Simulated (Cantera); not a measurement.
An adiabatic, constant-volume homogeneous reactor starts with CH4 : C2H6 : O2 : N2 : CO2 = 1 : 0.032 : 4.31 : 16.2 : 1 (molar parts), at 1375 K and 350000 Pa.

Model: GRI-Mech 3.0 (53 species, 325 reactions), integrated in Cantera.

### Question
Predict: time of steepest temperature rise; temperature at 4.00 s; equilibrium temperature; x(O2) at 4.00 s; x(H2) at 4.00 s; x(OH) at 4.00 s.

### Answer
```
Quantity                                                              Result
---------------------------------  -----------------------------------------
time of steepest temperature rise                                   0.675 ms
temperature at 4.00 s                                                 2463 K
equilibrium temperature                                               2463 K
x(O2) at 4.00 s                        0.0901 (gas-phase equilibrium 0.0901)
x(H2) at 4.00 s                    0.000588 (gas-phase equilibrium 0.000588)
x(OH) at 4.00 s                      0.00621 (gas-phase equilibrium 0.00621)
```
